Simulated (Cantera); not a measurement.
An isothermal, constant-pressure homogeneous reactor starts with C2H4 : H2 = 1 : 1.6 (molar parts), at 1250 K and 7700 Pa. Integrator tolerance rtol = 1e-08.

Cantera simulation using GRI-Mech 3.0 (53 species, 325 reactions); the numbers are that mechanism's predictions, not measurements. GRI-Mech 3.0 was tuned for natural gas; its chemistry of ethylene as a main component is partial and can be far from experiment. GRI-Mech 3.0 stops at C3 and has no aromatics, soot or wall deposition, so with more carbon than oxygen in the feed, carbon stays in small species such as C2H2 where larger ones or solid carbon would form.

**Question.** What does this change do: C2H4 1 to 0.45 parts?

**Answer.** 
| quantity | before | after |
|---|---|---|
| x(C2H4) at 20.0 s | 0.0620 (gas-phase equilibrium 0.0420) | 0.0424 (gas-phase equilibrium 0.0231) |
| x(H2) at 20.0 s | 0.659 (gas-phase equilibrium 0.507) | 0.777 (gas-phase equilibrium 0.647) |
| x(C2H) at 20.0 s | 5.15e-10 (gas-phase equilibrium 1.36e-10) | 2.95e-10 (gas-phase equilibrium 5.17e-11) |
| x(C2H2) at 20.0 s | 0.220 (gas-phase equilibrium 0.189) | 0.128 (gas-phase equilibrium 0.0817) |
| x(CH4) at 20.0 s | 0.0587 (gas-phase equilibrium 0.262) | 0.0518 (gas-phase equilibrium 0.248) |
| x(H) at 20.0 s | 5.31e-6 (gas-phase equilibrium 1.25e-6) | 6.14e-6 (gas-phase equilibrium 1.41e-6) |
| x(CH2) at 20.0 s | 4.29e-11 (gas-phase equilibrium 1.71e-11) | 3.63e-11 (gas-phase equilibrium 1.27e-11) |

**Question.** What does this change do: temperature 1250 to 1900 K?

**Answer.** 
```csv
quantity,before,after
x(C2H4) at 20.0 s,0.0620 (gas-phase equilibrium 0.0420),0.000185 (gas-phase equilibrium 0.000185)
x(H2) at 20.0 s,0.659 (gas-phase equilibrium 0.507),0.719 (gas-phase equilibrium 0.719)
x(C2H) at 20.0 s,5.15e-10 (gas-phase equilibrium 1.36e-10),1.23e-5 (gas-phase equilibrium 1.23e-5)
x(C2H2) at 20.0 s,0.220 (gas-phase equilibrium 0.189),0.277 (gas-phase equilibrium 0.277)
x(CH4) at 20.0 s,0.0587 (gas-phase equilibrium 0.262),0.000707 (gas-phase equilibrium 0.000707)
x(H) at 20.0 s,5.31e-6 (gas-phase equilibrium 1.25e-6),0.00244 (gas-phase equilibrium 0.00244)
x(CH2) at 20.0 s,4.29e-11 (gas-phase equilibrium 1.71e-11),1.97e-7 (gas-phase equilibrium 1.97e-7)
```
